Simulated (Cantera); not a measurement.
Feed: 1 mol TiO2, 3.5 mol C, 0.61 mol CO, equilibrated at 998.15 K and 1.00 Torr.

Equilibrium computed with Cantera from the NASA thermochemical tables; the gas is ideal and each condensed phase is pure. Candidate condensed phases: C, Ti, TiC, TiO, TiO2, Ti2O3, Ti3O5, Ti4O7; 15 gas species. Equilibrium is a limit: real reactors are often held back by kinetics, nucleation or transport.

Base state: CO 0.999, CO2 0.000784 (mole fractions); condensed: C(graphite) + TiO2(rutile).

Task: What changes in the equilibrium state with this change: temperature from 998.15 K to 2323.15 K?

Result: 
| species | before | after |
|---|---|---|
| CO | 0.999 | 1.000 |
| Ti | <1e-9 | 0.000123 |
| C3 | <1e-9 | 1.92e-5 |
| CO2 | 0.000784 | 9.17e-9 |
| C(graphite), mol | 3.50 | 0.500 |
| TiO2(rutile), mol | 1.00 | 0 |
| TiC(s), mol | 0 | 1.000 |
TiC: taken at fixed stoichiometry.

Task: What changes in the equilibrium state with this change: temperature from 998.15 K to 2123 K?

Result: 
```
species              before    after
-----------------  --------  -------
CO                    0.999    1.000
CO2                0.000784  1.96e-8
C(graphite), mol       3.50    0.500
TiO2(rutile), mol      1.00        0
TiC(s), mol               0    1.000
```
TiC: taken at fixed stoichiometry.

Task: What changes in the equilibrium state with this change: temperature from 998.15 K to 1773 K?

Result: 
```json
[
 {"species": "CO", "before": "0.999", "after": "1.00"},
 {"species": "CO2", "before": "0.000784", "after": "1.17e-7"},
 {"species": "C(graphite), mol", "before": "3.50", "after": "0.500"},
 {"species": "TiO2(rutile), mol", "before": "1.00", "after": "0"},
 {"species": "TiC(s), mol", "before": "0", "after": "1.00"}
]
```
TiC: taken at fixed stoichiometry.
